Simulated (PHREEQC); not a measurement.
A solution holds 58 mmol/kgw MgCl2, 0.044 mmol/kgw Na2CO3 and 67 mmol/kgw MgSO4, at 25 °C. Closed to the air; pH follows from the charge balance.

Equilibrium calculation in PHREEQC: ion-association model, phreeqc.dat.

```json
[
 {"quantity": "pH", "before": "8.41", "after": "7.22"},
 {"quantity": "ionic strength (mol/kgw)", "before": "0.280", "after": "0.280"},
 {"quantity": "Mg+2 (mol/kgw)", "before": "0.0845", "after": "0.0845"},
 {"quantity": "Na+ (mol/kgw)", "before": "8.51e-5", "after": "4.25e-5"},
 {"quantity": "MgOH+ (mol/kgw)", "before": "3.36e-5", "after": "2.19e-6"},
 {"quantity": "SI of Halite (NaCl)", "before": "-6.87", "after": "-7.17"}
]
```

### Question
Name the change that produced these shifts.
A. MgSO4 left out
B. temperature from 25 to 50 °C
C. Na2CO3 replaced by NaH2PO4 at the same molality
D. Na2CO3 replaced by NaHCO3 at the same molality
E. Na2CO3 from 4.4e-05 to 4.4e-06 mol/kgw

### Answer
D, Na2CO3 replaced by NaHCO3 at the same molality

No solid was allowed to form.
